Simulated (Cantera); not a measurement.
An isothermal plug-flow reactor at 775 K and 500000 Pa (inlet), inlet velocity 0.53 m/s, active area per volume 530 1/m; feed CO : O2 : N2 = 0.023 : 0.028 : 0.79 (molar parts).

Cantera simulation using Deutschmann's 1995 Pt surface mechanism with GRI-Mech 3.0 gas chemistry; the numbers are that mechanism's predictions, not measurements. Catalytic surfaces can have several steady states; this one follows from the mechanism file's or the stated starting coverage. Mass transfer to the wall is taken as infinitely fast.

What does this change do: temperature 775 to 950 K?


| quantity | before | after |
|---|---|---|
| x(CO) at z = 0.01 m | 0.0183 | <1e-12 |
| x(O2) at z = 0.01 m | 0.0288 | 0.0199 |
| x(H2O) at z = 0.01 m | <1e-12 | <1e-12 |
| x(CO2) at z = 0.01 m | 0.00922 | 0.0277 |
| θ(free Pt) at the exit | 0.0458 | 0.148 |
| θ(O*) at the exit | 0.00384 | 0.852 |

What does this change do: pressure from 500000 Pa to 900000 Pa?


```csv
quantity,before,after
x(CO) at z = 0.01 m,0.0183,0.0226
x(O2) at z = 0.01 m,0.0288,0.0309
x(H2O) at z = 0.01 m,<1e-12,<1e-12
x(CO2) at z = 0.01 m,0.00922,0.00486
θ(free Pt) at the exit,0.0458,0.0307
θ(O*) at the exit,0.00384,0.00330
θ(CO*) at the exit,0.950,0.966
```
